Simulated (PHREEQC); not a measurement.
Consider water at 72 °C with 0.0012 mol Pb(NO3)2, 0.00017 mol CuCl2 and 0.00095 mol H2SO4 per kg of water. Closed to the air; pH follows from the charge balance.

The numbers come from PHREEQC with the ion-association model, phreeqc.dat.

No solid was allowed to form.

Predict the pH.

pH 2.81.

In which forms is Pb present?

Pb+2 83 %, PbSO4 13 %, PbNO3+ 2.0 %, PbCl+ 2.0 % of the Pb.

Examples of supersaturated solids here: Anglesite. Others may be too. At this temperature some constants are extrapolated from 25 °C, and those without enthalpy data are left unchanged.
